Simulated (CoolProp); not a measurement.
Computed with CoolProp (reference Helmholtz-energy equation of state, Thol 2012).

### Question
Give the vapour pressure (kPa), liquid cp (kJ/(kg K)), vapour Z, liquid conductivity (mW/(m K)) of saturated benzene at 292.7, 304.1, 332.7 K.

### Answer
| T (K) | p (kPa) | liquid cp (kJ/(kg K)) | vapour Z | liquid conductivity (mW/(m K)) |
|---|---|---|---|---|
| 292.7 | 9.81 | 1.72 | 0.994 | 143 |
| 304.1 | 16.6 | 1.75 | 0.991 | 139 |
| 332.7 | 51.4 | 1.84 | 0.979 | 130 |

Thermal conductivity comes from a separate model (Assael 2012).
